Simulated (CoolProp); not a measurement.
Saturation properties of the fluoroketone C6F12O (FK-5-1-12) (Tc = 168.7 °C, pc = 1869 kPa, ω = 0.471).

Model: reference Helmholtz-energy equation of state, McLinden 2015, in CoolProp.

```tsv
T (°C)	p (kPa)	liquid density (kg/m³)	vapour density (kg/m³)	enthalpy of vaporisation (kJ/kg)	liquid cp (kJ/(kg K))
-10.15	7.121	1704	1.039	104.3	1.089
-4.05	10.03	1687	1.434	102.7	1.090
2.05	13.87	1669	1.945	101.0	(withheld)
8.15	18.83	1652	2.594	99.41	1.094
14.15	25.03	1634	3.393	97.80	1.096
20.25	32.95	1616	4.395	96.14	1.099
26.35	42.75	(withheld)	5.622	94.47	1.103
32.45	54.76	1580	7.108	92.76	1.107
38.55	69.31	1561	8.890	(withheld)	1.112
44.65	86.74	1541	11.01	89.25	1.117
50.65	107.1	1522	13.47	87.47	1.123
56.75	131.4	1501	(withheld)	85.61	1.130
62.85	159.7	1481	19.83	83.69	(withheld)
```

**Question.** Fill in the missing entries.

**Answer.** 
- 2.05, liquid cp (kJ/(kg K)): 1.092
- 26.35, liquid density (kg/m³): 1598
- 38.55, enthalpy of vaporisation (kJ/kg): 91.03
- 56.75, vapour density (kg/m³): 16.41
- 62.85, liquid cp (kJ/(kg K)): 1.137

It boils at 49.1 °C under 1 atm.
